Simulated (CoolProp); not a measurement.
Vapour-liquid equilibrium of CHF3 (R23) (1) + sulfur hexafluoride (2) at 18.7 bar; x and y are mole fractions of (1).

The numbers come from the multi-fluid Helmholtz-energy mixture model, Penoncello 2003 and Guder 2009; pair parameters Bell 2016 in CoolProp.

| x | bubble temperature, mixture model (K) | bubble temperature, Raoult's law (K) | y, mixture model | y, Raoult's law |
|---|---|---|---|---|
| 0.05 | 283.2 | 286.6 | [?] | 0.095 |
| 0.2 | 273.0 | 281.4 | 0.371 | 0.332 |
| 0.35 | 267.7 | 277.0 | 0.509 | 0.517 |
| 0.5 | 264.7 | 273.1 | 0.609 | 0.666 |
| 0.65 | [?] | 269.6 | 0.703 | 0.788 |
| 0.8 | [?] | 266.5 | 0.807 | 0.889 |
| 0.95 | 262.4 | 263.7 | 0.943 | 0.974 |

Problem. Some entries are withheld; supply them.

Solution. 
- 0.05, y, mixture model: 0.125
- 0.65, bubble temperature, mixture model (K): 262.9
- 0.8, bubble temperature, mixture model (K): 262.1

The largest gap from Raoult's law is -9.3 K in bubble temperature, at x = 0.35. y crosses x between x = 0.8 and 0.95: the model has an azeotrope there.

Pair parameters are fitted to limited data, so mixtures are less certain than the pure fluids.
